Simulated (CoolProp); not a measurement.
Carbonyl sulfide along the isobar 0.385 MPa: fugacity coefficient from the reference equation and from simpler models built on Tc = 105.6 °C, pc = 6.369 MPa, ω = 0.098; each cubic takes its own stable root.

Computed with CoolProp (reference Helmholtz-energy equation of state, Lemmon 2006). It is a short technical equation, of lower accuracy than the large ones.

| T (°C) | phase | reference | van der Waals | Redlich-Kwong | Soave-Redlich-Kwong | Peng-Robinson |
|---|---|---|---|---|---|---|
| -73.95 | liquid | 0.07516 | 0.6140 | 0.07346 | 0.07399 | 0.07810 |
| -69.55 | liquid | 0.09689 | 0.7015 | 0.09651 | 0.09549 | 0.1002 |
| -65.15 | liquid | 0.1233 | 0.7966 | 0.1249 | 0.1217 | 0.1269 |
| -60.65 | liquid | 0.1559 | 0.9020 | 0.1602 | 0.1541 | 0.1598 |
| -56.25 | liquid | 0.1940 | 0.9354 | 0.2018 | 0.1920 | 0.1981 |
| -51.85 | liquid | 0.2388 | 0.9382 | 0.2510 | 0.2367 | 0.2432 |
| -47.45 | liquid | 0.2911 | 0.9409 | 0.3088 | 0.2890 | 0.2956 |
| -43.05 | liquid | 0.3517 | 0.9433 | 0.3759 | 0.3497 | 0.3563 |
| -38.55 | liquid | 0.4230 | 0.9457 | 0.4550 | 0.4213 | 0.4276 |
| -34.15 | liquid | 0.5025 | 0.9479 | 0.5432 | 0.5012 | 0.5071 |
| -29.75 | liquid | 0.5925 | 0.9500 | 0.6430 | 0.5918 | 0.5969 |
| -25.35 | liquid | 0.6935 | 0.9520 | 0.7550 | 0.6937 | 0.6977 |
| -20.95 | liquid | 0.8064 | 0.9539 | 0.8797 | 0.8077 | 0.8102 |

At some of these states van der Waals gives the other phase, because its saturation line lies elsewhere.
